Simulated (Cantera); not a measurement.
## Ignition delay

Mixture: 9.78 % CH4, 0.704 % C2H6, 1.86 % C3H8, 18.4 % O2, 69.3 % N2, equivalence ratio 1.7, at 120000 Pa, adiabatic and at constant pressure. Ignition delay is the time to a rise of 400 K.

Cantera simulation using GRI-Mech 3.0 (53 species, 325 reactions); the numbers are that mechanism's predictions, not measurements. GRI-Mech 3.0 was tuned for natural gas; its chemistry of propane as a main component is partial and can be far from experiment.

```json
[
 {"T0 (K)": "1000", "delay (ms)": "189"},
 {"T0 (K)": "1050", "delay (ms)": "84.4"},
 {"T0 (K)": "1100", "delay (ms)": "36.5"},
 {"T0 (K)": "1150", "delay (ms)": "15.4"},
 {"T0 (K)": "1200", "delay (ms)": "6.60"},
 {"T0 (K)": "1250", "delay (ms)": "2.93"},
 {"T0 (K)": "1300", "delay (ms)": "1.38"},
 {"T0 (K)": "1350", "delay (ms)": "0.699"}
]
```

```
Item                                                     Value
--------------------------------------------------  ----------
apparent activation energy between 1250 and 1350 K  200 kJ/mol
```
